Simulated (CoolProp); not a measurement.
R134a along the isobar 0.969 MPa: Z from the reference equation and from simpler models built on Tc = 101.1 °C, pc = 4.059 MPa, ω = 0.327; each cubic takes its own stable root.

Computed with CoolProp (reference Helmholtz-energy equation of state, Tillner-Roth 1994).

```json
[
 {"T (°C)": "16.75", "phase": "liquid", "reference": "(withheld)", "Soave-Redlich-Kwong": "0.03829", "Peng-Robinson": "0.03377"},
 {"T (°C)": "33.25", "phase": "liquid", "reference": "(withheld)", "Soave-Redlich-Kwong": "0.03868", "Peng-Robinson": "(withheld)"},
 {"T (°C)": "49.75", "phase": "gas", "reference": "0.8335", "Soave-Redlich-Kwong": "(withheld)", "Peng-Robinson": "0.8394"},
 {"T (°C)": "66.35", "phase": "gas", "reference": "0.8663", "Soave-Redlich-Kwong": "0.8756", "Peng-Robinson": "(withheld)"},
 {"T (°C)": "82.85", "phase": "gas", "reference": "0.8902", "Soave-Redlich-Kwong": "0.8960", "Peng-Robinson": "0.8867"},
 {"T (°C)": "99.35", "phase": "gas", "reference": "0.9086", "Soave-Redlich-Kwong": "0.9125", "Peng-Robinson": "0.9035"},
 {"T (°C)": "115.95", "phase": "gas", "reference": "0.9231", "Soave-Redlich-Kwong": "(withheld)", "Peng-Robinson": "(withheld)"},
 {"T (°C)": "132.45", "phase": "gas", "reference": "0.9347", "Soave-Redlich-Kwong": "0.9371", "Peng-Robinson": "0.9289"}
]
```

Question: Fill in the missing entries.

Answer: 
- 16.75, reference: 0.03309
- 33.25, reference: 0.03302
- 33.25, Peng-Robinson: 0.03408
- 49.75, Soave-Redlich-Kwong: 0.8496
- 66.35, Peng-Robinson: 0.8658
- 115.95, Soave-Redlich-Kwong: 0.9260
- 115.95, Peng-Robinson: 0.9174
